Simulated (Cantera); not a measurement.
A freely propagating, adiabatic, planar premixed flame of H₂ : O₂ : N₂ = 1 : 0.294 : 1.11 (molar parts), equivalence ratio 1.7, unburnt at 700 K and 1.20 bar; mixture-averaged transport, grid criteria slope 0.08 and curve 0.16, no radiation.

Detailed kinetics in Cantera: the H2/O2 subset of GRI-Mech 3.0, which has no nitrogen chemistry. Burning velocities carry a grid error of a few per cent, more on coarse grids.

Q: What does this change do: O2 0.294 to 0.23 parts?

A: 
```
quantity                     before      after
------------------------  ---------  ---------
laminar burning velocity  1210 cm/s  1010 cm/s
thermal thickness          0.381 mm   0.401 mm
peak x(O)                   0.00661    0.00324
peak x(HO₂)                0.000233   0.000192
peak x(H)                    0.0992     0.0811
```

Q: What does this change do: inlet temperature 700 to 300 K?

A: 
| quantity | before | after |
|---|---|---|
| laminar burning velocity | 1210 cm/s | 315 cm/s |
| thermal thickness | 0.381 mm | 0.252 mm |
| peak x(O) | 0.00661 | 0.00392 |
| peak x(HO₂) | 0.000233 | 0.000562 |
| peak x(H) | 0.0992 | 0.0694 |
